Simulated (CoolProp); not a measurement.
Properties of n-perfluorohexane along the isobar 742 kPa.

Computed with CoolProp (reference Helmholtz-energy equation of state, Gao 2022).

```csv
T (K),phase,Z,cp (kJ/(kg K)),cv (kJ/(kg K)),isothermal compressibility (1/MPa)
240.3,liquid,0.06822,0.9559,0.7637,0.001511
250.3,liquid,0.06649,0.9714,0.7800,0.001651
260.3,liquid,0.06492,0.9870,0.7959,0.001811
270.3,liquid,0.06350,1.003,0.8114,0.001996
280.4,liquid,0.06221,1.018,0.8266,0.002214
290.4,liquid,0.06106,1.034,0.8412,0.002470
300.4,liquid,0.06004,1.049,0.8554,0.002775
310.4,liquid,0.05914,1.065,0.8692,0.003144
320.4,liquid,0.05836,1.080,0.8826,0.003596
330.4,liquid,0.05770,1.096,0.8956,0.004160
340.4,liquid,0.05718,1.112,0.9084,0.004875
350.4,liquid,0.05678,1.129,0.9210,0.005806
360.4,liquid,0.05654,1.147,0.9334,0.007052
370.4,liquid,0.05647,1.167,0.9457,0.008781
```
